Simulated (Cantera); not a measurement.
An isothermal, constant-pressure homogeneous reactor starts with 7.69 % NH₃, 92.3 % H₂, at 2423 K and 240 Torr.

Model: the gas-phase N/H chemistry of the illustrative SiF4/NH3 mechanism in the Surface Chemkin manual (1991), integrated in Cantera. Walls and surfaces, which speed up NH3 decomposition in real reactors, are not modelled.

x: mole fraction; the columns are a selection and need not sum to one.

```csv
t (s),x NH₃,x H₂,x N₂,x N,x N₂H₂
7.00e-6,0.0769,0.923,1.92e-10,5.56e-10,3.54e-10
2.06e-5,0.0768,0.923,3.60e-8,1.60e-8,4.39e-9
6.08e-5,0.0765,0.922,4.55e-6,4.03e-7,6.79e-8
0.000179,0.0753,0.920,…,…,…
0.000528,…,0.923,…,1.55e-5,…
0.00156,0.0471,0.933,0.0133,1.62e-5,1.21e-6
0.00458,0.0148,0.948,0.0285,1.82e-5,3.84e-7
0.0135,0.000239,0.940,0.0351,9.07e-6,2.33e-9
0.0398,1.35e-5,0.934,0.0352,1.01e-6,1.37e-11
0.117,3.36e-6,0.934,0.0352,2.52e-7,1.10e-12
0.346,1.15e-6,0.934,0.0352,8.64e-8,<1e-12
1.02,6.49e-7,0.934,0.0352,4.88e-8,<1e-12
3.00,6.15e-7,0.934,0.0352,4.62e-8,<1e-12
```

Question: What belongs in the gaps?

Answer: 
- 0.000179, x N₂: 0.000267
- 0.000179, x N: 6.52e-6
- 0.000179, x N₂H₂: 8.61e-7
- 0.000528, x NH₃: 0.0676
- 0.000528, x N₂: 0.00365
- 0.000528, x N₂H₂: 1.73e-6
